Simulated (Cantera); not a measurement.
**Hydrocarbon pyrolysis for carbon deposition**

An isothermal, constant-pressure homogeneous reactor starts with C3H8 : H2 = 1 : 3.1 (molar parts), at 1175 K and 2.10 Torr.

Cantera simulation using GRI-Mech 3.0 (53 species, 325 reactions); the numbers are that mechanism's predictions, not measurements. GRI-Mech 3.0 was tuned for natural gas; its chemistry of propane as a main component is partial and can be far from experiment. GRI-Mech 3.0 stops at C3 and has no aromatics, soot or wall deposition, so with more carbon than oxygen in the feed, carbon stays in small species such as C2H2 where larger ones or solid carbon would form. Radical loss at walls, strong at low pressure, is not modelled.

| t (s) | x C3H8 | x H2 | x CH4 | x C2H6 | x C2H4 | x C2H | x C2H2 |
|---|---|---|---|---|---|---|---|
| 3.00e-6 | 0.244 | 0.756 | 2.44e-10 | 6.77e-11 | 2.30e-10 | <1e-12 | <1e-12 |
| 1.35e-5 | 0.244 | 0.756 | 4.90e-9 | 1.36e-9 | 4.90e-9 | <1e-12 | <1e-12 |
| 6.04e-5 | 0.244 | 0.756 | 9.79e-8 | 2.69e-8 | 1.42e-7 | <1e-12 | <1e-12 |
| 0.000271 | 0.244 | 0.756 | 2.03e-6 | 5.10e-7 | 4.71e-6 | <1e-12 | <1e-12 |
| 0.00122 | 0.244 | 0.756 | 4.87e-5 | 8.00e-6 | 0.000104 | <1e-12 | 2.00e-10 |
| 0.00546 | 0.241 | 0.755 | 0.00128 | 7.83e-5 | 0.00177 | <1e-12 | 1.12e-7 |
| 0.0245 | 0.213 | 0.738 | 0.0220 | 0.000855 | 0.0244 | <1e-12 | 2.98e-5 |
| 0.110 | 0.0891 | 0.666 | 0.117 | 0.00361 | 0.122 | 1.97e-11 | 0.00133 |
| 0.493 | 0.00346 | 0.618 | 0.185 | 0.00134 | 0.181 | 9.71e-11 | 0.0111 |
| 2.21 | 6.96e-5 | 0.620 | 0.186 | 0.000306 | 0.172 | 3.51e-11 | 0.0218 |
| 9.93 | 2.83e-7 | 0.624 | 0.184 | 9.15e-5 | 0.160 | 1.51e-11 | 0.0318 |
| 44.6 | 2.24e-8 | 0.632 | 0.181 | 4.39e-5 | 0.136 | 1.72e-11 | 0.0521 |
| 200 | 1.05e-8 | 0.652 | 0.171 | 2.51e-5 | 0.0729 | 3.14e-11 | 0.104 |
x: mole fraction; the columns are a selection and need not sum to one.

Equilibrium at this temperature and pressure: C3H8 4.94e-10, H2 0.746, CH4 0.0587, C2H6 3.04e-6, C2H4 0.00707, C2H 7.21e-11, C2H2 0.189 (gas phase only).
